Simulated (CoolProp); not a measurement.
Vapour-liquid equilibrium of R22 (1) + R152A (2) at 1170 kPa; x and y are mole fractions of (1).

Values from CoolProp's multi-fluid Helmholtz-energy mixture model, Kamei 1995 and Outcalt 1996; pair parameters Bell 2016.

Q: Give the bubble temperature and the first vapour's composition at x = 0.15, 0.25, 0.55. Is there an azeotrope?

A: x = 0.15: 47.0 °C, y = 0.195; x = 0.25: 45.1 °C, y = 0.317; x = 0.55: 39.0 °C, y = 0.646. No azeotrope shows between x = 0.05 and 0.95.

The pair parameters rest on a limited set of measurements; away from them the model extrapolates.
